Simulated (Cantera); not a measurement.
An adiabatic, constant-pressure homogeneous reactor starts with CH₃OH : O₂ : N₂ = 1 : 0.938 : 9.38 (molar parts), equivalence ratio 1.6, at 1750 K and 7500 Torr. Integrator tolerance rtol = 1e-08.

Cantera simulation using GRI-Mech 3.0 (53 species, 325 reactions); the numbers are that mechanism's predictions, not measurements. GRI-Mech 3.0 was tuned for natural gas; its chemistry of methanol as a main component is partial and can be far from experiment.

### Question
What does this change do: constant volume in place of constant pressure?

### Answer
```json
[
 {"quantity": "time of steepest temperature rise", "before": "6.43 µs", "after": "4.83 µs"},
 {"quantity": "temperature at 1.00 s", "before": "2514 K", "after": "2726 K"},
 {"quantity": "equilibrium temperature", "before": "2514 K", "after": "2726 K"},
 {"quantity": "x(CH₃OH) at 1.00 s", "before": "<1e-12 (gas-phase equilibrium <1e-12)", "after": "<1e-12 (gas-phase equilibrium <1e-12)"},
 {"quantity": "x(O₂) at 1.00 s", "before": "4.30e-5 (gas-phase equilibrium 4.30e-5)", "after": "0.000165 (gas-phase equilibrium 0.000165)"},
 {"quantity": "x(CH₄) at 1.00 s", "before": "7.02e-12 (gas-phase equilibrium 7.93e-12)", "after": "9.25e-12 (gas-phase equilibrium 1.05e-11)"},
 {"quantity": "x(C₂H₄) at 1.00 s", "before": "<1e-12 (gas-phase equilibrium <1e-12)", "after": "<1e-12 (gas-phase equilibrium <1e-12)"},
 {"quantity": "x(C₂H) at 1.00 s", "before": "<1e-12 (gas-phase equilibrium <1e-12)", "after": "<1e-12 (gas-phase equilibrium <1e-12)"},
 {"quantity": "x(NO) at 1.00 s", "before": "0.000331 (gas-phase equilibrium 0.000331)", "after": "0.000909 (gas-phase equilibrium 0.000909)"}
]
```
